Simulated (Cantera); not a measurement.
Feed: 1 mol SiCl4, 9.9 mol H2, 2.7 mol Cl2, equilibrated at 1375 K and 27.0 bar.

Equilibrium computed with Cantera from the NASA thermochemical tables; the gas is ideal and each condensed phase is pure. Candidate condensed phases: Si; 19 gas species. The tables' values for SiCl3 are old estimates; treat these amounts as uncertain. Equilibrium is a limit: real reactors are often held back by kinetics, nucleation or transport.

Base state: H2 0.523, HCl 0.403, SiCl4 0.0670, SiHCl3 0.00554, SiCl3 0.000837, SiH2Cl2 6.79e-5, SiCl2 4.80e-5 (mole fractions); condensed: gas only.

Question: What changes in the equilibrium state with this change: pressure from 27.0 bar to 0.690 bar?

Answer: 
| species | before | after |
|---|---|---|
| H2 | 0.523 | 0.518 |
| HCl | 0.403 | 0.409 |
| SiCl4 | 0.0670 | 0.0618 |
| SiCl2 | 4.80e-5 | 0.00167 |
| SiCl3 | 0.000837 | 0.00474 |
| SiH2Cl2 | 6.79e-5 | 5.99e-5 |
| SiHCl3 | 0.00554 | 0.00500 |
